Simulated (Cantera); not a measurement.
A closed system holds: 1 mol Si2Cl6, 0.11 mol Cl2, 140 mol N2, equilibrated at 660 Pa.

Method: chemical equilibrium by Gibbs-energy minimisation in Cantera with the NASA 1993 tables (ideal gas, pure condensed phases). Candidate condensed phases: Si, Si3N4; 13 gas species. The feed counts by its element totals alone. N2 is the only nitrogen source here; it is nearly inert below about 1500 K, so the nitride shown seldom forms there in practice. Equilibrium is a limit: real reactors are often held back by kinetics, nucleation or transport.

**Question.** What share of the Si ends up in condensed phases as a function of T (K), at 1023, 1073, 1123, 1173, 1223, 1273, 1323?

**Answer.** 
```tsv
T (K)	Si condensed (%)	as
1023	22.2	Si3N4(s)
1073	22.0	Si3N4(s)
1123	21.7	Si3N4(s)
1173	20.7	Si3N4(s)
1223	18.5	Si3N4(s)
1273	13.4	Si3N4(s)
1323	3.4	Si3N4(s)
```
